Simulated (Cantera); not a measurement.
Cantera with NASA thermochemical tables; ideal gases at 1 bar, condensed phases pure. Values are per mole of reaction as written; species without (g) are pure solids or liquids, kept so even where they would boil at 1 bar.

Question: Between 773 and 1973 K, where is each reaction favourable under standard conditions?
- AlCl(g) ⇌ Cl(g) + Al(g)

Answer: 
- AlCl(g) ⇌ Cl(g) + Al(g): ΔG° is 422 kJ at 773 K and 288 kJ at 1973 K; it stays positive (K < 1). ΔH° is 512 kJ and ΔS° 113 J/K at 1973 K.
